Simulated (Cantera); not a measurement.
A perfectly stirred reactor is fed with H₂ : O₂ : N₂ : H₂O = 1 : 0.455 : 1.71 : 0.82 (molar parts), equivalence ratio 1.1, at 100000 Pa; it is adiabatic with a 525 K inlet, and is followed from long to short residence time, starting on the burning branch (τ in s: 0.034, 0.013, 0.0053, 0.0021, 0.00083, 0.00033, 0.00013, 5.2e-05, 2e-05, 8.1e-06, 3.2e-06).

Model: the H2/O2 subset of GRI-Mech 3.0, which has no nitrogen chemistry, integrated in Cantera.

Q: Predict: blow-out, bracketed by the residence times tried; x(H₂) at τ = 34.0 ms; x(O₂) at τ = 34.0 ms; x(H₂O) at τ = 34.0 ms; x(O) at τ = 34.0 ms; x(OH) at τ = 34.0 ms; x(H₂) at τ = 0.330 ms; x(O₂) at τ = 0.330 ms; x(H₂O) at τ = 0.330 ms; x(O) at τ = 0.330 ms; x(OH) at τ = 0.330 ms.

A: 
| Quantity | Result |
|---|---|
| blow-out, bracketed by the residence times tried | burning at 20.0 µs, out at 8.10 µs |
| x(H₂) at τ = 34.0 ms | 0.0288 |
| x(O₂) at τ = 34.0 ms | 0.00121 |
| x(H₂O) at τ = 34.0 ms | 0.482 |
| x(O) at τ = 34.0 ms | 0.000146 |
| x(OH) at τ = 34.0 ms | 0.00337 |
| x(H₂) at τ = 0.330 ms | 0.0486 |
| x(O₂) at τ = 0.330 ms | 0.0121 |
| x(H₂O) at τ = 0.330 ms | 0.440 |
| x(O) at τ = 0.330 ms | 0.00250 |
| x(OH) at τ = 0.330 ms | 0.00967 |
